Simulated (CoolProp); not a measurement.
Vapour-liquid equilibrium of R22 (1) + dimethyl ether (2) at 0.684 bar; x and y are mole fractions of (1).

Computed with CoolProp (multi-fluid Helmholtz-energy mixture model, Kamei 1995 and Wu 2011; pair parameters Bell 2016).

```tsv
x	bubble temperature (K)	y at the bubble point	dew temperature at overall composition x (K)	liquid density (mol/L)
0.05	240.0	0.037	240.1	16.24
0.125	240.4	0.103	240.5	16.27
0.2	240.7	0.184	240.8	16.30
0.275	240.8	0.281	240.8	16.33
0.35	240.6	0.392	240.7	16.36
0.425	239.9	0.513	240.4	16.39
0.5	238.7	0.635	240.0	16.44
0.575	236.9	0.746	239.3	16.48
0.65	234.7	0.839	238.5	16.53
0.725	232.3	0.908	237.3	16.58
0.8	229.7	0.953	235.8	16.61
0.875	227.4	0.981	233.6	16.62
0.95	225.3	0.995	229.9	16.60
```

y crosses x between x = 0.2 and 0.275: the model has an azeotrope there.

Pair parameters are fitted to limited data, so mixtures are less certain than the pure fluids.
